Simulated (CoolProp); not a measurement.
Saturation properties of octamethyltrisiloxane (MDM) (Tc = 565.4 K, pc = 1438 kPa, ω = 0.528).

The numbers come from the reference Helmholtz-energy equation of state, Thol 2017 in CoolProp.

```json
[
 {"T (K)": "273.9", "p (kPa)": "0.08514", "liquid density (kg/m³)": "839.4", "enthalpy of vaporisation (kJ/kg)": "214.0", "vapour Z": "0.9997", "surface tension (mN/m)": "18.9"},
 {"T (K)": "281.2", "p (kPa)": "0.1510", "liquid density (kg/m³)": "[?]", "enthalpy of vaporisation (kJ/kg)": "211.0", "vapour Z": "0.9995", "surface tension (mN/m)": "18.2"},
 {"T (K)": "288.5", "p (kPa)": "0.2584", "liquid density (kg/m³)": "824.9", "enthalpy of vaporisation (kJ/kg)": "208.1", "vapour Z": "0.9993", "surface tension (mN/m)": "17.5"},
 {"T (K)": "295.7", "p (kPa)": "0.4246", "liquid density (kg/m³)": "817.7", "enthalpy of vaporisation (kJ/kg)": "205.3", "vapour Z": "0.9989", "surface tension (mN/m)": "16.8"},
 {"T (K)": "303", "p (kPa)": "0.6815", "liquid density (kg/m³)": "810.4", "enthalpy of vaporisation (kJ/kg)": "202.4", "vapour Z": "0.9984", "surface tension (mN/m)": "16.1"},
 {"T (K)": "310.3", "p (kPa)": "1.063", "liquid density (kg/m³)": "803.0", "enthalpy of vaporisation (kJ/kg)": "199.5", "vapour Z": "0.9977", "surface tension (mN/m)": "15.5"},
 {"T (K)": "317.5", "p (kPa)": "[?]", "liquid density (kg/m³)": "795.7", "enthalpy of vaporisation (kJ/kg)": "196.7", "vapour Z": "0.9967", "surface tension (mN/m)": "14.9"},
 {"T (K)": "324.8", "p (kPa)": "2.386", "liquid density (kg/m³)": "788.2", "enthalpy of vaporisation (kJ/kg)": "193.9", "vapour Z": "0.9955", "surface tension (mN/m)": "14.2"},
 {"T (K)": "332.1", "p (kPa)": "3.463", "liquid density (kg/m³)": "780.6", "enthalpy of vaporisation (kJ/kg)": "191.0", "vapour Z": "0.9940", "surface tension (mN/m)": "13.6"},
 {"T (K)": "339.4", "p (kPa)": "4.924", "liquid density (kg/m³)": "773.0", "enthalpy of vaporisation (kJ/kg)": "188.2", "vapour Z": "0.9921", "surface tension (mN/m)": "13.0"},
 {"T (K)": "346.6", "p (kPa)": "[?]", "liquid density (kg/m³)": "765.4", "enthalpy of vaporisation (kJ/kg)": "185.4", "vapour Z": "0.9899", "surface tension (mN/m)": "12.4"},
 {"T (K)": "353.9", "p (kPa)": "9.373", "liquid density (kg/m³)": "757.7", "enthalpy of vaporisation (kJ/kg)": "182.5", "vapour Z": "0.9871", "surface tension (mN/m)": "11.8"}
]
```

Question: Some entries are withheld; supply them.

Answer: 
- 281.2, liquid density (kg/m³): 832.1
- 317.5, p (kPa): 1.607
- 346.6, p (kPa): 6.838

It boils at 425.6 K under 1 atm.

Surface tension comes from a separate correlation (Mulero 2014), older than this fluid's equation and unchecked against measurements.
